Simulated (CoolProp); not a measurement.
Values from CoolProp's reference Helmholtz-energy equation of state, Platzer 1990. This equation is an older, rougher fit.

**Question.** For CF4 (R14), give the phase and the density (kg/m³), cv (kJ/(kg K)), Joule-Thomson coefficient (K/MPa), viscosity (µPa s) at 257.6 K and 850 kPa; 180 K and 263 kPa.

**Answer.** 
- 257.6 K and 850 kPa: gas; density 36.9, cv 0.541, Joule-Thomson coefficient 7.90, viscosity 15.7
- 180 K and 263 kPa: gas; density 16.3, cv 0.415, Joule-Thomson coefficient 18.7, viscosity 11.0

Viscosity comes from a separate model (Huber 2003), an estimate that may be off by 10 % or more.
